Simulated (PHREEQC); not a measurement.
## Buffer (model solution)

Solution (85 °C): 1.22 mmol/kgw NaHSO4, 0.0122 mmol/kgw NaF and 0.0144 mmol/kgw KCl. Closed to the air; pH follows from the charge balance.

Equilibrium calculation in PHREEQC: ion-association model, phreeqc.dat.

This is a speciation only: nothing precipitates in the calculation.

Problem. Estimate the pH, ionic strength.

Solution. pH 3.07; ionic strength 0.00307 mol/kgw.

Problem. In which forms is F present?

Solution. HF 80 %, F- 20 % of the F.

Constants without temperature data keep their 25 °C values here.
